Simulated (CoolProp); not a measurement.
A simple Rankine cycle with 1,2-dichloroethane: condensing at 322.15 K, boiler at 2.22 MPa, turbine inlet 499 K, turbine efficiency 0.65, pump efficiency 0.8, no recuperator. Each further row changes one setting.

Computed with CoolProp (reference Helmholtz-energy equation of state, Thol 2015).

```tsv
case	thermal efficiency (%)	net work (kJ/kg)	heat in (kJ/kg)	turbine exit temperature (K)	volume ratio over the turbine
as stated	13.3	34.2	257	322.1	507
condensing temperature 314.15 K	14.0	37.6	…	314.1	702
boiler pressure 1.55 MPa	…	81.9	484	…	…
turbine efficiency 0.55	11.1	28.6	257	322.1	520
```

Question: What belongs in the gaps?

Answer: 
- condensing temperature 314.15 K, heat in (kJ/kg): 268
- boiler pressure 1.55 MPa, thermal efficiency (%): 16.9
- boiler pressure 1.55 MPa, turbine exit temperature (K): 389.0
- boiler pressure 1.55 MPa, volume ratio over the turbine: 48.7

The expansion ends wet for: as stated; condensing temperature 314.15 K; turbine efficiency 0.55.
